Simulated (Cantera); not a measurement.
An isothermal, constant-pressure homogeneous reactor starts with 25.6 % C₂H₆, 74.4 % N₂, at 1575 K and 750 Torr.

Model: GRI-Mech 3.0 (53 species, 325 reactions), integrated in Cantera. GRI-Mech 3.0 stops at C3 and has no aromatics, soot or wall deposition, so with more carbon than oxygen in the feed, carbon stays in small species such as C2H2 where larger ones or solid carbon would form.

### Question
Predict: x(C₂H₆) at 1.00 s; x(CH₃) at 1.00 s; x(HCN) at 1.00 s; x(C₂H₂) at 1.00 s; x(CH₄) at 1.00 s; x(C₂H₄) at 1.00 s.

### Answer
| Quantity | Value |
|---|---|
| x(C₂H₆) at 1.00 s | 1.09e-5 (gas-phase equilibrium 6.83e-6) |
| x(CH₃) at 1.00 s | 4.35e-5 (gas-phase equilibrium 3.31e-5) |
| x(HCN) at 1.00 s | 6.82e-8 (gas-phase equilibrium 0.113) |
| x(C₂H₂) at 1.00 s | 0.155 (gas-phase equilibrium 0.102) |
| x(CH₄) at 1.00 s | 0.0287 (gas-phase equilibrium 0.0217) |
| x(C₂H₄) at 1.00 s | 0.00644 (gas-phase equilibrium 0.00439) |
